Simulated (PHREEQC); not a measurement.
Synthetic water in mg/kgw, 25 °C, pH 7.16, pe -0.8:

| constituent | mg/kgw |
|---|---|
| Na | 36.7 |
| K | 0.0985 |
| Ca | 139 |
| Mg | 43.3 |
| Cl | 156 |
| S(6) as SO4 | 218 |
| Alkalinity as HCO3 | 199 |
| Mn(2) | 0.394 |

Na is adjusted to close the charge balance.
Valence states are taken as typed.

Model: ion-association model, phreeqc.dat, run in PHREEQC.

Problem. The ionic strength comes out as 0.0172 mol/kgw. What activity coefficients do Mg+2, CaHCO3+, CO3-2, Ca+2, Cl- get?

Solution. Mg+2 0.61, CaHCO3+ 0.89, CO3-2 0.61, Ca+2 0.61, Cl- 0.87.

This is a speciation only: nothing precipitates in the calculation.
